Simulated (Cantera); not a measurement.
Input (Python, Cantera) and output of one run.

```python
import numpy as np
import cantera as ct

gas_names = """
    C CH CH2 CH3 CH2OH CH3O CH4 CH3OH CO CO2 COOH C2 C2H CHCO,ketyl C2H2,acetylene C2H2,vinylidene
    CH2CO,ketene C2H3,vinyl CH3CO,acetyl C2H4 C2H4O,ethylen CH3CHO,ethanal CH3COOH (HCOOH)2 C2H5 C2H6
    CH3OCH3 C2H5OH C2O C3 C3H3,propargyl C3H4,allene C3H4,propyne C3H4,cyclo- C3H5,allyl C3H6,propylene
    C3H6,cyclo- C3H6O C3H7,n-propyl C3H7,i-propyl C3H8 C3H8O,1propanol C3H8O,2propanol C3O2 C4 C4H2
    C4H4,1,3-cyclo- C4H6,butadiene C4H6,2-butyne C4H6,cyclo- C4H8,1-butene C4H8,cis2-buten
    C4H8,tr2-butene C4H8,isobutene C4H8,cyclo- (CH3COOH)2 C4H9,n-butyl C4H9,i-butyl C4H9,s-butyl
    C4H9,t-butyl C4H10,isobutane C4H10,n-butane C5 C5H6,1,3cyclo- C5H8,cyclo- C5H10,1-pentene
    C5H10,cyclo- C5H11,pentyl C5H11,t-pentyl C5H12,n-pentane C5H12,i-pentane CH3C(CH3)2CH3 C6H2
    C6H5,phenyl C6H5O,phenoxy C6H6 C6H5OH,phenol C6H10,cyclo- C6H12,1-hexene C6H12,cyclo- C6H13,n-hexyl
    C7H7,benzyl C7H8 C7H8O,cresol C7H14,1-heptene C7H15,n-heptyl C7H16,n-heptane C8H8,styrene
    C8H10,ethylbenz C8H16,1-octene C8H17,n-octyl C8H18,isooctane C8H18,n-octane C9H19,n-nonyl
    C10H8,naphthale C10H21,n-decyl C12H9,o-bipheny C12H10,bipheny H HCO HO2 H2 HCHO,formaldehy HCOOH H2O
    H2O2 O OH O2 O3
""".split()
cond_names = """
    C(gr) C6H6(L) C7H8(L) C8H18(L),n-octa H2O(s) H2O(L)
""".split()


def load(file, names, dense=False):
    # The tables refer to 1 bar. Condensed volumes are neglected.
    table = {s.name: s for s in ct.Species.list_from_file(file)}
    out = []
    for n in names:
        d = dict(table[n].input_data)
        d["thermo"] = dict(d["thermo"], **{"reference-pressure": 1e5})
        if dense:
            d["equation-of-state"] = {"model": "constant-volume", "density": "1e6 g/cm^3"}
        out.append(ct.Species.from_dict(d))
    return out


gas = ct.Solution(thermo="ideal-gas", species=load("nasa_gas.yaml", gas_names))
cond = {s.name: ct.Solution(thermo="fixed-stoichiometry", species=[s], name=s.name)
        for s in load("nasa_condensed.yaml", cond_names, dense=True)}
atoms = {
    'C2H4': {'C': 2, 'H': 4},
    'O2': {'O': 2},
}
top_T = {'C(gr)': 4500}  # K; cautious upper limits of use, not melting points


def equilibrate(T, P, feed):
    n = {}
    for name, mol in feed.items():
        for a, k in atoms[name].items():
            n[a] = n.get(a, 0.0) + k * mol
    gas.TPX = T, P, n
    mass = sum(n.values()) * gas.mean_molecular_weight
    gas.equilibrate("TP")
    valid = [c for c in cond.values() if c.min_temp <= T <= top_T.get(c.name, c.max_temp)]
    mix = ct.Mixture([(gas, mass / gas.mean_molecular_weight)] + [(c, 0.0) for c in valid])
    mix.T, mix.P = T, P
    mix.equilibrate("TP", solver="vcs", rtol=1e-11, max_steps=5000)
    return mix


results = []
feed = {'C2H4': 1, 'O2': 1.8}  # mol
P = 47000  # Pa
for T in [2575, 2625, 2675, 2725, 2775, 2825, 2875, 2925, 2975]:
    mix = equilibrate(T, P, feed)
    results.append((T, P, feed, dict(zip(mix.species_names, mix.species_moles))))

top = {s: max(r[3][s] / sum(r[3][g] for g in gas_names) for r in results) for s in gas_names}
cols = sorted((s for s in top if top[s] > 0.001), key=lambda s: -top[s])[:6]
seen = [c for c in cond_names if any(r[3].get(c, 0) > 1e-12 for r in results)]
print("log10 of partial pressures in bar; condensed amounts in mol")
print(f"{'T/K':>10s}" + "".join(f"{s[:9]:>10s}" for s in cols + seen))
for T, P, feed, n in results:
    ng = sum(n[g] for g in gas_names)
    print(f"{T:10.4g}" + "".join(f"{np.log10(max(n[s] / ng * P / 1e5, 1e-99)):10.3f}" for s in cols)
          + "".join(f"{n.get(c, 0):10.4g}" for c in seen))
```

Result:

```
log10 of partial pressures in bar; condensed amounts in mol
       T/K        CO       H2O        H2       CO2         H        OH
      2575    -0.729    -0.866    -1.054    -1.348    -1.987    -2.447
      2625    -0.730    -0.871    -1.060    -1.356    -1.902    -2.337
      2675    -0.730    -0.877    -1.066    -1.365    -1.820    -2.233
      2725    -0.731    -0.884    -1.073    -1.375    -1.741    -2.134
      2775    -0.733    -0.895    -1.079    -1.387    -1.665    -2.041
      2825    -0.734    -0.907    -1.086    -1.402    -1.592    -1.955
      2875    -0.736    -0.923    -1.093    -1.420    -1.522    -1.875
      2925    -0.738    -0.943    -1.100    -1.442    -1.454    -1.802
      2975    -0.741    -0.967    -1.107    -1.468    -1.389    -1.736
```

Method: chemical equilibrium by Gibbs-energy minimisation in Cantera with the NASA 1993 tables (ideal gas, pure condensed phases).
